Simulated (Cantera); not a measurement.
# Halide evaporation, hydrolysis and transport: FeCl3 + HCl + H2

A closed system holds: 1 mol FeCl3, 3 mol HCl, a varied amount of H2, held at 1473.15 K and 6.08 Torr.

These are equilibrium values from Cantera (NASA tables, ideal gas, pure condensed phases), not measurements of a reactor. Candidate condensed phases: Fe, FeCl2, FeCl3; 11 gas species. The numbers say what is thermodynamically allowed, not how fast it happens.

```tsv
n(H2) (mol)	log p H2	log p HCl	log p FeCl2	log p Cl	log p H	log p FeCl3	log p Fe2Cl4	n Fe(γ)
0.68	-3.55	-2.20	-2.81	-5.42	-6.67	-6.31	-6.93	0
1.1	-3.06	-2.24	-2.84	-5.70	-6.43	-6.62	-7.00	0
1.8	-2.78	-2.29	-2.89	-5.89	-6.29	-6.87	-7.10	0
2.9	-2.58	-2.36	-2.96	-6.06	-6.19	-7.11	-7.24	0
4.7	-2.43	-2.45	-3.06	-6.23	-6.11	-7.37	-7.43	0
7.5	-2.33	-2.57	-3.17	-6.39	-6.06	-7.65	-7.66	0
12	-2.25	-2.71	-3.31	-6.57	-6.02	-7.97	-7.94	0.00268
20	-2.20	-2.83	-3.61	-6.72	-6.00	-8.41	-8.53	0.249
```
log p: log10 of the partial pressure in bar; n: condensed amount in mol.

From 0.68 mol H2 to 7.5 mol H2 nothing is condensed. From 12 mol H2 to 20 mol H2 the condensed part is Fe(γ). The main Fe-bearing gas is FeCl2 throughout.
